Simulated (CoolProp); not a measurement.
A single-stage vapour-compression cycle with the fluid: evaporating at 277.15 K (dew point), condensing at 342.15 K (bubble point), superheat 10 K, subcooling 0 K, compressor efficiency 0.8, no pressure losses. The same conditions are run with several fluids, on thermodynamics alone (safety and materials aside).

Values from CoolProp's reference Helmholtz-energy equation of state of each fluid (cis-2-butene: Lemmon 2005; R21: Platzer 1990; propylene: Lemmon 2013; hydrogen sulfide: Lemmon 2006; isohexane: Lemmon 2006; R227EA: Lemmon 2016). The equations of Platzer and Polt are older, rougher fits.

```csv
fluid,cooling COP,pressure ratio,discharge temperature (K),refrigerating effect (kJ/kg),volumetric capacity (kJ/m³)
cis-2-butene,2.59,7.05,366.5,278,694
R21,2.71,7.86,399.5,178,661
propylene,2.05,4.60,372.2,202,2650
hydrogen sulfide,2.24,4.47,442.0,313,5810
isohexane,2.52,12.1,342.8,227,90.6
R227EA,1.75,6.42,342.2,50.7,882
```

The compression ends wet for: R227EA.
